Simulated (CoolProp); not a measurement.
Properties of dimethyl ether along the isobar 8.63 MPa.

Values from CoolProp's reference Helmholtz-energy equation of state, Wu 2011.

```json
[
 {"T (°C)": "-55.95", "phase": "liquid", "density (kg/m³)": "783.6", "cv (kJ/(kg K))": "1.471", "isothermal compressibility (1/MPa)": "0.001000", "fugacity coefficient": "0.003148"},
 {"T (°C)": "-36.55", "phase": "liquid", "density (kg/m³)": "759.5", "cv (kJ/(kg K))": "1.478", "isothermal compressibility (1/MPa)": "0.001219", "fugacity coefficient": "0.008685"},
 {"T (°C)": "-17.15", "phase": "liquid", "density (kg/m³)": "734.5", "cv (kJ/(kg K))": "1.492", "isothermal compressibility (1/MPa)": "0.001502", "fugacity coefficient": "0.01991"},
 {"T (°C)": "2.35", "phase": "liquid", "density (kg/m³)": "708.5", "cv (kJ/(kg K))": "1.512", "isothermal compressibility (1/MPa)": "…", "fugacity coefficient": "0.03964"},
 {"T (°C)": "21.75", "phase": "liquid", "density (kg/m³)": "681.2", "cv (kJ/(kg K))": "…", "isothermal compressibility (1/MPa)": "0.002405", "fugacity coefficient": "0.07018"},
 {"T (°C)": "41.15", "phase": "liquid", "density (kg/m³)": "…", "cv (kJ/(kg K))": "1.571", "isothermal compressibility (1/MPa)": "0.003162", "fugacity coefficient": "0.1134"},
 {"T (°C)": "60.55", "phase": "liquid", "density (kg/m³)": "620.8", "cv (kJ/(kg K))": "1.609", "isothermal compressibility (1/MPa)": "0.004329", "fugacity coefficient": "0.1700"},
 {"T (°C)": "79.95", "phase": "liquid", "density (kg/m³)": "586.0", "cv (kJ/(kg K))": "1.655", "isothermal compressibility (1/MPa)": "0.006305", "fugacity coefficient": "0.2395"},
 {"T (°C)": "99.35", "phase": "liquid", "density (kg/m³)": "…", "cv (kJ/(kg K))": "1.708", "isothermal compressibility (1/MPa)": "0.01015", "fugacity coefficient": "…"},
 {"T (°C)": "118.75", "phase": "liquid", "density (kg/m³)": "495.5", "cv (kJ/(kg K))": "1.774", "isothermal compressibility (1/MPa)": "0.01957", "fugacity coefficient": "0.4081"},
 {"T (°C)": "138.15", "phase": "supercritical", "density (kg/m³)": "424.0", "cv (kJ/(kg K))": "1.864", "isothermal compressibility (1/MPa)": "0.05363", "fugacity coefficient": "0.4985"},
 {"T (°C)": "157.55", "phase": "supercritical", "density (kg/m³)": "303.7", "cv (kJ/(kg K))": "1.976", "isothermal compressibility (1/MPa)": "0.2145", "fugacity coefficient": "0.5815"},
 {"T (°C)": "176.95", "phase": "supercritical", "density (kg/m³)": "205.4", "cv (kJ/(kg K))": "1.971", "isothermal compressibility (1/MPa)": "…", "fugacity coefficient": "0.6451"},
 {"T (°C)": "196.35", "phase": "supercritical", "density (kg/m³)": "164.9", "cv (kJ/(kg K))": "1.955", "isothermal compressibility (1/MPa)": "0.1861", "fugacity coefficient": "0.6934"},
 {"T (°C)": "215.75", "phase": "supercritical", "density (kg/m³)": "142.4", "cv (kJ/(kg K))": "1.962", "isothermal compressibility (1/MPa)": "0.1655", "fugacity coefficient": "0.7326"},
 {"T (°C)": "235.15", "phase": "supercritical", "density (kg/m³)": "…", "cv (kJ/(kg K))": "1.983", "isothermal compressibility (1/MPa)": "0.1531", "fugacity coefficient": "0.7652"}
]
```

Q: What belongs in the gaps?

A: 
- 2.35, isothermal compressibility (1/MPa): 0.001883
- 21.75, cv (kJ/(kg K)): 1.538
- 41.15, density (kg/m³): 652.2
- 99.35, density (kg/m³): 545.6
- 99.35, fugacity coefficient: 0.3200
- 176.95, isothermal compressibility (1/MPa): 0.2245
- 235.15, density (kg/m³): 127.5
